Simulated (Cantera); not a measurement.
Feed: 1 mol n-butane, 5.6 mol H₂, 21 mol N₂, at 2.60 bar.

Method: chemical equilibrium by Gibbs-energy minimisation in Cantera with the NASA 1993 tables (ideal gas, pure condensed phases). Candidate condensed phases: C, C₆H₆, C₇H₈, C₈H₁₈; 92 gas species. Equilibrium is a limit: real reactors are often held back by kinetics, nucleation or transport.

x: gas mole fraction; n: condensed amount in mol.

| T (K) | x N₂ | x H₂ | x CH₄ | x HCN | x H | x C₂H₂ (acetylene) | x HNC | n C(graphite) |
|---|---|---|---|---|---|---|---|---|
| 875 | 0.705 | 0.233 | 0.0615 | 2.13e-7 | 1.50e-11 | 5.53e-12 | 1.11e-10 | 2.17 |
| 1025 | 0.676 | 0.306 | 0.0178 | 3.49e-6 | 1.49e-9 | 6.74e-10 | 6.15e-9 | 3.45 |
| 1175 | 0.668 | 0.326 | 0.00531 | 2.62e-5 | 4.34e-8 | 2.08e-8 | 1.15e-7 | 3.83 |
| 1325 | 0.666 | 0.332 | 0.00193 | 0.000123 | 5.84e-7 | 2.83e-7 | 1.09e-6 | 3.94 |
| 1475 | 0.665 | 0.334 | 0.000842 | 0.000416 | 4.65e-6 | 2.23e-6 | 6.47e-6 | 3.96 |
| 1625 | 0.664 | 0.334 | 0.000427 | 0.00112 | 2.53e-5 | 1.19e-5 | 2.76e-5 | 3.95 |
| 1775 | 0.663 | 0.334 | 0.000242 | 0.00255 | 0.000104 | 4.75e-5 | 9.15e-5 | 3.91 |
| 1925 | 0.662 | 0.332 | ___ | ___ | ___ | ___ | ___ | 3.82 |
| 2075 | 0.659 | 0.329 | 9.88e-5 | 0.00913 | 0.000948 | 0.000409 | 0.000592 | 3.66 |
| 2225 | 0.656 | 0.325 | 6.83e-5 | 0.0151 | 0.00229 | 0.000952 | 0.00123 | 3.42 |
| 2375 | 0.650 | 0.317 | ___ | ___ | ___ | ___ | ___ | ___ |
| 2525 | 0.643 | 0.306 | 3.52e-5 | 0.0334 | 0.00962 | 0.00368 | 0.00403 | 2.57 |
| 2675 | 0.632 | 0.291 | 2.55e-5 | 0.0457 | 0.0173 | 0.00627 | 0.00646 | 1.91 |
| 2825 | 0.620 | 0.271 | 1.82e-5 | 0.0595 | 0.0288 | 0.00983 | 0.00969 | 1.08 |

### Question
Fill in the missing entries.

### Answer

- 1925, x CH₄: 0.000150
- 1925, x HCN: 0.00509
- 1925, x H: 0.000342
- 1925, x C₂H₂ (acetylene): 0.000152
- 1925, x HNC: 0.000251
- 2375, x CH₄: 4.87e-5
- 2375, x HCN: 0.0231
- 2375, x H: 0.00493
- 2375, x C₂H₂ (acetylene): 0.00197
- 2375, x HNC: 0.00233
- 2375, n C(graphite): 3.06
